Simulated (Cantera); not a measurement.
Input: 1 mol B2H6, 5.8 mol O2, at 1400 °C and 29.0 Pa.

Method: chemical equilibrium by Gibbs-energy minimisation in Cantera with the NASA 1993 tables (ideal gas, pure condensed phases). Candidate condensed phases: B, B2O3, B3O3H3, H2O; 23 gas species. The feed counts by its element totals alone. Kinetics and transport are ignored.

Base state: O2 0.408, H2O 0.306, HBO2 0.263, B2O3 0.0128, BO2 0.00501, OH 0.00477, O 0.00125, H2 0.000424 (mole fractions); condensed: gas only.

Task: What changes in the equilibrium state with this change: pressure from 29.0 Pa to 6.90 mbar?

Result: 
```tsv
species	before	after
O2	0.408	0.410
H2O	0.306	0.307
HBO2	0.263	0.265
BO2	0.00501	0.00229
OH	0.00477	0.00217
B2O3	0.0128	0.0130
H	0.000138	1.28e-5
H2	0.000424	8.70e-5
O	0.00125	0.000258
```
Gases not in the tables: H3BO3.
